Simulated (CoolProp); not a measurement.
Model: reference Helmholtz-energy equation of state, Gao 2020, in CoolProp.

Problem. For ammonia, give the phase and the cv (kJ/(kg K)), viscosity (µPa s), Prandtl number at 450.6 K and 615 bar; 450.6 K and 692 bar; 450.6 K and 846 bar.

Solution. 
- 450.6 K and 615 bar: supercritical; cv 2.62, viscosity 61.4, Prandtl number 1.00
- 450.6 K and 692 bar: supercritical; cv 2.62, viscosity 64.3, Prandtl number 0.969
- 450.6 K and 846 bar: supercritical; cv 2.62, viscosity 69.4, Prandtl number 0.924

Viscosity comes from a separate model (Fenghour 1995). Thermal conductivity comes from a separate model (Tufeu 1984).
